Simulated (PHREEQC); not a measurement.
0.21 g of hydrous ferric oxide (600 m²/g; 0.2 weak and 0.005 strong sites per Fe, Dzombak-Morel constants, diffuse double layer) in 1 kg of water with 0.005 mol/kgw of an inert sodium salt and 1e-05 mol CaCl2, 5.3e-05 mol PbCl2 and 6.2e-05 mol Ag2SO4, at 25 °C; the pH is set by adding NaOH or the inert anion's acid. Oxygen alone is held at its pressure in air (log pO2 = -0.68). CO2 from the air is kept out. Nothing may precipitate in this run.

The series has 13 steps of pH, from 4 to 10.

Equilibrium calculation in PHREEQC: ion-association model, wateq4f.dat.

**Question.** Near which pH is half of the Ca sorbed, and on which side is more sorbed?

**Answer.** Near pH 9.0, with more sorbed at higher pH.

**Question.** Near which pH is half of the Pb sorbed, and on which side is more sorbed?

**Answer.** Near pH 5.3, with more sorbed at higher pH.

**Question.** Near which pH is half of the S sorbed, and on which side is more sorbed?

**Answer.** Near pH 6.5, with more sorbed at lower pH.

Along this series the solution becomes supersaturated in solids that the run did not let form, among them Cerargyrite. Complexes and solids missing from the database can't appear.
